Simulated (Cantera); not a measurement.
A closed system holds: 1 mol BN, 14 mol NF3, 37 mol H2, held at 850 K and 7.60 mbar.

These are equilibrium values from Cantera (NASA tables, ideal gas, pure condensed phases), not measurements of a reactor. Candidate condensed phases: B, BN; 31 gas species. Kinetics and transport are ignored.

Base state: HF 0.600, H2 0.269, N2 0.115, BF3 0.0154 (mole fractions); condensed: gas only.

### Question
What changes in the equilibrium state with this change: temperature from 850 K to 1873.15 K?

### Answer
```
species   before     after
-------  -------  --------
HF         0.600     0.599
H2         0.269     0.266
N2         0.115     0.115
H          <1e-9   0.00383
BF3       0.0154    0.0148
BF2        <1e-9  0.000546
BF         <1e-9   1.84e-5
BHF2     2.72e-9   3.48e-5
```
The tables' values for BF2 are old estimates; treat these amounts as uncertain.
